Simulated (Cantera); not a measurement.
A Cantera script and its output.

```python
import numpy as np
import cantera as ct

gas = ct.Solution("gri30.yaml")
gas.TPX = 450, 95000, {'CH3OH': 1, 'O2': 1.36, 'N2': 5.13, 'H2O': 0.19}
flame = ct.FreeFlame(gas, width=0.041)
flame.set_refine_criteria(ratio=3, slope=0.08, curve=0.16)
flame.transport_model = "mixture-averaged"
flame.solve(loglevel=0, auto=True)
z, T = flame.grid, flame.T
thick = (T[-1] - T[0]) / np.gradient(T, z).max()
show = ['CH3OH', 'O2', 'H2O', 'HO2', 'C2H6', 'C2H']
print(f"laminar burning velocity  {flame.velocity[0] * 100:.3f} cm/s")
print(f"burnt temperature         {T[-1]:.1f} K")
print(f"thermal thickness         {thick * 1e3:.4f} mm")
print(f"grid points               {len(z)}")
z0 = z[flame.heat_release_rate.argmax()]
print(f"{'z/mm':>9s}{'T/K':>9s}{'u/(m/s)':>9s}" + "".join(f"{s:>11s}" for s in show))
rows = []
for k in (-3, -2, -1.5, -1, -0.5, -0.25, 0, 0.25, 0.5, 1, 2, 4, 8):
    zz = z0 + k * thick
    rows.append([k * thick, np.interp(zz, z, T), np.interp(zz, z, flame.velocity),
                 *(np.interp(zz, z, flame.X[gas.species_index(s)]) for s in show)])
    print(f"{rows[-1][0] * 1e3:9.3f}{rows[-1][1]:9.1f}{rows[-1][2]:9.3f}" + "".join(f"{x:11.3e}" for x in rows[-1][3:]))
```

Output:

```
laminar burning velocity  87.690 cm/s
burnt temperature         2260.0 K
thermal thickness         0.2970 mm
grid points               123
     z/mm      T/K  u/(m/s)      CH3OH         O2        H2O        HO2       C2H6        C2H
   -0.891    450.1    0.879  1.300e-01  1.768e-01  2.473e-02  1.192e-07  4.738e-12  9.361e-35
   -0.594    452.1    0.886  1.295e-01  1.760e-01  2.511e-02  2.116e-06  1.501e-10  1.795e-30
   -0.445    458.4    0.902  1.287e-01  1.747e-01  2.632e-02  8.742e-06  8.083e-10  1.033e-28
   -0.297    511.5    1.018  1.249e-01  1.692e-01  3.521e-02  7.443e-05  1.149e-08  1.238e-24
   -0.148    848.4    1.749  9.652e-02  1.393e-01  8.297e-02  7.934e-04  1.684e-07  1.544e-16
   -0.074   1228.7    2.615  5.481e-02  1.039e-01  1.325e-01  2.250e-03  4.717e-07  1.378e-12
    0.000   1636.3    3.598  8.217e-03  6.383e-02  1.871e-01  1.704e-03  6.445e-07  3.980e-10
    0.074   1779.8    3.932  8.956e-05  3.928e-02  2.125e-01  5.251e-05  3.457e-08  1.112e-09
    0.148   1829.2    4.021  2.568e-07  2.632e-02  2.204e-01  1.204e-05  1.702e-10  2.258e-10
    0.297   1894.9    4.131  2.085e-10  1.749e-02  2.226e-01  7.591e-06  7.412e-15  1.842e-12
    0.594   1972.9    4.270  5.163e-14  1.316e-02  2.249e-01  5.137e-06  1.228e-20  3.885e-16
    1.188   2056.2    4.427  4.813e-16  9.973e-03  2.309e-01  3.336e-06  3.655e-27  3.429e-21
    2.376   2132.7    4.569  2.877e-16  6.962e-03  2.375e-01  1.977e-06 -7.342e-29  4.937e-22
```

Cantera simulation using GRI-Mech 3.0 (53 species, 325 reactions); the numbers are that mechanism's predictions, not measurements. GRI-Mech 3.0 was tuned for natural gas; its chemistry of methanol as a main component is partial and can be far from experiment. Burning velocities carry a grid error of a few per cent, more on coarse grids.
